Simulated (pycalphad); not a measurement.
## Phase fractions of Ti-10.92Al-7.72C (at.%)

Computed with pycalphad from the COST 507 light-alloy database (1999), at 1 atm. The data set is of 1999 and partly superseded. The system is extrapolated from its subsystems; higher-order compounds may be missing. Amounts are mole fractions of atoms. Kinetics are ignored, which matters at the lower temperatures.

```tsv
T (K)	LIQUID	FCC_A1	BCC_A2	HCP_A3	ALM_D019
2475	1.000	-	-	-	-
2325	0.921	0.079	-	-	-
2175	0.852	0.148	-	-	-
2025	0.807	0.193	-	-	-
1875	-	0.218	0.782	-	-
1725	-	0.220	0.780	-	-
1575	-	0.220	0.780	-	-
1425	-	0.220	0.780	-	-
1275	-	0.221	-	0.779	-
1125	-	0.218	-	0.782	-
975	-	0.215	-	0.771	0.014
825	-	0.213	-	0.608	0.179
675	-	…	-	…	…
525	-	0.209	-	0.498	0.294
```

Fill in the missing entries.


- 675, FCC_A1: 0.211
- 675, HCP_A3: 0.533
- 675, ALM_D019: 0.257

Database names, with the compositions (at.%) that they take in these runs: ALM_D019: Ti 77-79 Al 21-23. FCC_A1 is fcc; BCC_A2 is bcc; HCP_A3 is hcp. The fcc model also describes the rock-salt carbide or nitride (TiC, TiN, HfC).
